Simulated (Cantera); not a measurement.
Mixture: CO : H₂ : O₂ : N₂ = 1 : 0.2 : 0.375 : 1.41 (molar parts), at 100000 Pa, adiabatic and at constant pressure. Ignition delay is the time to a rise of 400 K.

Computed with Cantera and GRI-Mech 3.0 (53 species, 325 reactions). Where the delays flatten at high temperature, the 400 K rule measures the pace of heat release, not the induction time.

Q: What does this change do: N2 1.41 to 2.6 parts?

A: 
```tsv
quantity	before	after
delay at 1323 K	56.1 µs	94.3 µs
delay at 1398 K	47.8 µs	84.6 µs
delay at 1473 K	43.2 µs	81.0 µs
delay at 1548 K	41.0 µs	81.6 µs
delay at 1623 K	40.8 µs	85.2 µs
delay at 1698 K	42.1 µs	91.0 µs
delay at 1773 K	44.4 µs	98.6 µs
```
